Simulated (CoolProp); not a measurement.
A closed Brayton cycle with nitrogen: compressor inlet 307.15 K and 5.5 MPa, high pressure 17.1 MPa, turbine inlet 720 K, compressor efficiency 0.8, turbine efficiency 0.85, recuperator effectiveness 0.9 (on enthalpy, no pinch check). Each further row changes one setting.

Values from CoolProp's reference Helmholtz-energy equation of state, Span 2000.

```csv
case,thermal efficiency (%),net work (kJ/kg),compressor to turbine work,compressor exit (K),turbine exit (K)
as stated,13.3,26.6,0.86,455.6,555.8
turbine inlet 670 K,…,13.6,…,455.6,…
compressor inlet 317.15 K,10.7,…,0.89,470.3,555.8
high pressure 14.5 MPa,…,29.8,0.82,…,…
recuperator effectiveness 0.5,…,26.6,0.86,455.6,555.8
```

### Question
What belongs in the gaps?

### Answer

- turbine inlet 670 K, thermal efficiency (%): 7.4
- turbine inlet 670 K, compressor to turbine work: 0.92
- turbine inlet 670 K, turbine exit (K): 515.6
- compressor inlet 317.15 K, net work (kJ/kg): 21.1
- high pressure 14.5 MPa, thermal efficiency (%): 16.4
- high pressure 14.5 MPa, compressor exit (K): 430.9
- high pressure 14.5 MPa, turbine exit (K): 576.9
- recuperator effectiveness 0.5, thermal efficiency (%): 10.9
